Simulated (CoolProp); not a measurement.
Computed with CoolProp (reference Helmholtz-energy equation of state, Zhou 2016).

Problem. For R245ca, give the phase and the Z, cv (kJ/(kg K)), isothermal compressibility (1/MPa) at 365 K and 0.46 MPa; 369.4 K and 10 MPa.

Solution. 
- 365 K and 0.46 MPa: gas; Z 0.909, cv 0.987, isothermal compressibility 2.41
- 369.4 K and 10 MPa: liquid; Z 0.353, cv 1.09, isothermal compressibility 0.00374
